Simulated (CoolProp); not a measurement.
Saturation properties of ethylene (Tc = 282.4 K, pc = 5042 kPa, ω = 0.087).

Model: reference Helmholtz-energy equation of state, Smukala 2000, in CoolProp.

| T (K) | p (kPa) | liquid density (kg/m³) | vapour density (kg/m³) | enthalpy of vaporisation (kJ/kg) | surface tension (mN/m) |
|---|---|---|---|---|---|
| 156.6 | 44.54 | 585.6 | 0.9777 | 500.3 | 18.5 |
| 159.2 | 53.29 | 582.0 | 1.154 | 496.8 | 18.1 |
| 161.8 | 63.34 | 578.4 | 1.353 | 493.2 | 17.6 |
| 164.3 | 74.35 | 574.9 | 1.569 | 489.7 | 17.2 |
| 166.9 | 87.35 | 571.2 | 1.820 | 486.0 | 16.8 |
| 169.5 | 102.1 | 567.5 | 2.102 | 482.2 | 16.3 |
| 172.1 | 118.6 | 563.7 | 2.415 | 478.4 | 15.9 |
| 174.7 | 137.2 | 560.0 | 2.763 | 474.6 | 15.4 |
| 177.3 | 157.9 | 556.2 | 3.148 | 470.6 | 15.0 |
| 179.9 | 180.9 | 552.3 | 3.572 | 466.6 | 14.6 |
| 182.5 | 206.4 | 548.5 | 4.038 | 462.5 | 14.1 |
| 185 | 233.4 | 544.7 | 4.528 | 458.5 | 13.7 |
| 187.6 | 264.3 | 540.8 | 5.085 | 454.2 | 13.3 |

It boils at 169.4 K under 1 atm.

Surface tension comes from a separate correlation (Mulero 2012).
